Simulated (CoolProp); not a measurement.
The numbers come from the reference Helmholtz-energy equation of state, Lemmon 2006 in CoolProp. It is a short technical equation, of lower accuracy than the large ones.

**Question.** For C2F6 (R116), give the phase and the cp (kJ/(kg K)), Joule-Thomson coefficient (K/MPa), fugacity coefficient at -9.15 °C and 52.9 bar; 31.95 °C and 52.9 bar; 134.45 °C and 52.9 bar.

**Answer.** 
- -9.15 °C and 52.9 bar: liquid; cp 1.14, Joule-Thomson coefficient 0.191, fugacity coefficient 0.256
- 31.95 °C and 52.9 bar: supercritical; cp 1.65, Joule-Thomson coefficient 2.58, fugacity coefficient 0.514
- 134.45 °C and 52.9 bar: supercritical; cp 1.05, Joule-Thomson coefficient 3.57, fugacity coefficient 0.848
